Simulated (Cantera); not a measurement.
# Thermodynamics of carbothermic reduction, feed Fe2O3 + CH4 + CO

Input: 1 mol Fe2O3, a varied amount of CH4, 0.98 mol CO, equilibrated at 2250 °C and 2.60 mbar.

Cantera equilibrium calculation (NASA polynomials, part measured and part estimated; ideal gas, pure solids and liquids). Candidate condensed phases: C, C6H6, C7H8, C8H18, Fe, Fe(CO)5, FeO, Fe(OH)2, Fe(OH)3, Fe2O3, Fe3O4, H2O; 114 gas species. The numbers say what is thermodynamically allowed, not how fast it happens.

| n(CH4) (mol) | log p Fe | log p H | log p CO | log p H2 | log p H2O | log p O | log p O2 | log p CO2 | log p OH | log p FeO |
|---|---|---|---|---|---|---|---|---|---|---|
| 0.47 | -3.09 | -3.60 | -3.31 | -4.10 | -3.77 | -3.65 | -3.71 | -3.78 | -3.95 | -4.04 |
| 0.64 | -3.11 | -3.51 | -3.27 | -3.92 | -3.68 | -3.73 | -3.88 | -3.83 | -3.95 | -4.14 |
| 0.86 | -3.14 | -3.43 | -3.23 | -3.74 | -3.62 | -3.84 | -4.11 | -3.91 | -3.97 | -4.29 |
| 1.2 | -3.19 | -3.33 | -3.19 | -3.55 | -3.62 | -4.04 | -4.49 | -4.06 | -4.07 | -4.53 |
| 1.6 | -3.25 | -3.25 | -3.16 | -3.39 | -3.70 | -4.28 | -4.97 | -4.27 | -4.23 | -4.83 |
| 2.1 | -3.32 | -3.19 | -3.15 | -3.26 | -3.91 | -4.61 | -5.64 | -4.59 | -4.50 | -5.24 |
| 2.9 | -3.42 | -3.13 | -3.13 | -3.14 | -4.91 | -5.74 | -7.90 | -5.70 | -5.57 | -6.46 |
log p: log10 of the partial pressure in bar; nothing condenses.

From 0.47 mol CH4 to 2.9 mol CH4 nothing is condensed. The main Fe-bearing gas is Fe throughout.
